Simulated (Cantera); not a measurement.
A freely propagating, adiabatic, planar premixed flame of CH4 : O2 : N2 = 1 : 2.15 : 10.3 (molar parts), equivalence ratio 0.93, unburnt at 450 K and 308 Torr; mixture-averaged transport, grid criteria slope 0.08 and curve 0.16, no radiation.

Model: GRI-Mech 3.0 (53 species, 325 reactions), integrated in Cantera. Burning velocities carry a grid error of a few per cent, more on coarse grids.

**Question.** Predict: laminar burning velocity; thermal thickness; peak x(C2H2); peak x(H2O2).

**Answer.** 
| Quantity | Result |
|---|---|
| laminar burning velocity | 59.9 cm/s |
| thermal thickness | 1.08 mm |
| peak x(C2H2) | 4.01e-5 |
| peak x(H2O2) | 8.11e-6 |
